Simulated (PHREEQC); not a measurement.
A made-up water analysis in mg/kgw, 70 °C, pH 5.5, pe 12.4:

| constituent | mg/kgw |
|---|---|
| Na | 0.0423 |
| K | 0.00547 |
| Ca | 0.623 |
| Mg | 0.332 |
| Cl | 0.926 |
| S(6) as SO4 | 0.456 |
| Alkalinity as HCO3 | 1.38 |
| F | 0.0259 |
| Cu(2) | 0.0639 |
| N(5) as NO3 | 0.00668 |

Valence states are taken as typed.

Equilibrium calculation in PHREEQC: ion-association model, phreeqc.dat.

No solid was allowed to form.

Task: What charge-balance error does the model give?

Result: charge-balance error 2.1 %.

Task: In which forms is C present?

Result: CO2 86 %, HCO3- 14 % of the C.

Species that the database lacks are ignored. Constants without temperature data keep their 25 °C values here.
